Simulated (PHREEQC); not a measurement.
# Silver or lead bath (model solution)

A solution holds 0.0015 mol AgF per kg of water, at 25 °C. Closed to the air; pH follows from the charge balance.

Model: ion-association model, wateq4f.dat, run in PHREEQC.

This is a speciation only: nothing precipitates in the calculation.

Task: What pH does the model give?

Result: pH 7.21.

Species that the database lacks are ignored.
